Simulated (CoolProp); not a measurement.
Carbon monoxide along the isotherm 256.1 K: fugacity coefficient from the reference equation and from simpler models built on Tc = 132.9 K, pc = 3.498 MPa, ω = 0.050; each cubic takes its own stable root.

Computed with CoolProp (reference Helmholtz-energy equation of state, Lemmon 2006). It is a short technical equation, of lower accuracy than the large ones.

```tsv
p (MPa)	phase	reference
0.875	gas	0.9920
1.75	gas	0.9844
2.62	gas	0.9772
3.5	supercritical	0.9703
4.37	supercritical	0.9639
5.25	supercritical	0.9577
6.12	supercritical	0.9520
7	supercritical	0.9466
7.87	supercritical	0.9416
8.75	supercritical	0.9368
```

**Question.** How far does each simpler model (Redlich-Kwong, Soave-Redlich-Kwong, Peng-Robinson) lie from the reference over these 10 states: mean and median of the absolute difference, and the worst?

**Answer.** 
- Redlich-Kwong: mean 0.8 %, median 0.8 %, worst -1.4 % at 256.1 K and 8.75 MPa
- Soave-Redlich-Kwong: mean 0.9 %, median 0.9 %, worst +1.7 % at 256.1 K and 8.75 MPa
- Peng-Robinson: mean 1.3 %, median 1.3 %, worst -2.2 % at 256.1 K and 8.75 MPa
